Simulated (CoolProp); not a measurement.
Vapour-liquid equilibrium of acetone (1) + dimethyl carbonate (2) at 0.234 MPa; x and y are mole fractions of (1).

Values from CoolProp's multi-fluid Helmholtz-energy mixture model, Lemmon 2006 and Zhou 2011; pair parameters Bell 2016.

```tsv
x	bubble temperature, mixture model (K)	bubble temperature, Raoult's law (K)	y, mixture model	y, Raoult's law
0.05	388.9	389.2	0.121	0.118
0.15	383.6	384.1	0.311	0.314
0.25	379.1	379.6	0.457	0.468
0.35	375.1	375.5	0.573	0.591
0.45	371.6	371.7	0.669	0.690
0.55	368.4	368.3	0.751	0.772
0.65	365.3	365.2	0.821	0.839
0.75	362.5	362.3	0.882	0.895
0.85	359.8	359.7	0.935	0.942
0.95	357.2	357.2	0.980	0.982
```

The largest gap from Raoult's law is -0.5 K in bubble temperature, at x = 0.15. No azeotrope shows between x = 0.05 and 0.95.

The pair parameters rest on a limited set of measurements; away from them the model extrapolates. The gap from Raoult's law changes sign with composition, which may be real or a fault of the pair parameters; it wasn't checked against measurements.
